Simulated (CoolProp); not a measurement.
A single-stage vapour-compression cycle with R21: evaporating at 239.15 K (dew point), condensing at 264.15 K (bubble point), superheat 8 K, subcooling 2 K, compressor efficiency 0.75, no pressure losses. Each further row changes one setting.

Computed with CoolProp (reference Helmholtz-energy equation of state, Platzer 1990). This equation is an older, rougher fit; its heat capacities, sound speeds and derivatives of the liquid may be far off and weren't checked against measurements.

```json
[
 {"case": "as stated", "cooling COP": "6.61", "pressure ratio": "3.55", "discharge temperature (K)": "311.8", "refrigerating effect (kJ/kg)": "242", "volumetric capacity (kJ/m³)": "165"},
 {"case": "evaporating temperature 244.15 K", "cooling COP": "8.58", "pressure ratio": "2.69", "discharge temperature (K)": "302.8", "refrigerating effect (kJ/kg)": "245", "volumetric capacity (kJ/m³)": "217"},
 {"case": "condensing temperature 259.15 K", "cooling COP": "8.38", "pressure ratio": "2.82", "discharge temperature (K)": "299.7", "refrigerating effect (kJ/kg)": "247", "volumetric capacity (kJ/m³)": "169"},
 {"case": "subcooling 7 K", "cooling COP": "6.75", "pressure ratio": "3.55", "discharge temperature (K)": "311.8", "refrigerating effect (kJ/kg)": "247", "volumetric capacity (kJ/m³)": "169"},
 {"case": "superheat 18 K", "cooling COP": "6.50", "pressure ratio": "3.55", "discharge temperature (K)": "323.1", "refrigerating effect (kJ/kg)": "248", "volumetric capacity (kJ/m³)": "162"},
 {"case": "compressor efficiency 0.65", "cooling COP": "5.73", "pressure ratio": "3.55", "discharge temperature (K)": "320.9", "refrigerating effect (kJ/kg)": "242", "volumetric capacity (kJ/m³)": "165"}
]
```
